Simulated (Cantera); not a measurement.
An adiabatic, constant-pressure homogeneous reactor starts with 5.68 % CH₄, 21.0 % O₂, 65.3 % N₂, 7.95 % H₂, at 1450 K and 0.365 atm.

Cantera simulation using GRI-Mech 3.0 (53 species, 325 reactions); the numbers are that mechanism's predictions, not measurements.

Task: Predict: time of steepest temperature rise; temperature at 4.00 s; equilibrium temperature; x(O₂) at 4.00 s; x(OH) at 4.00 s; x(H₂O₂) at 4.00 s.

Result: 
```
Quantity                                                             Value
---------------------------------  ---------------------------------------
time of steepest temperature rise                                 0.199 ms
temperature at 4.00 s                                               2634 K
equilibrium temperature                                             2634 K
x(O₂) at 4.00 s                      0.0566 (gas-phase equilibrium 0.0566)
x(OH) at 4.00 s                      0.0256 (gas-phase equilibrium 0.0256)
x(H₂O₂) at 4.00 s                  2.21e-7 (gas-phase equilibrium 2.21e-7)
```
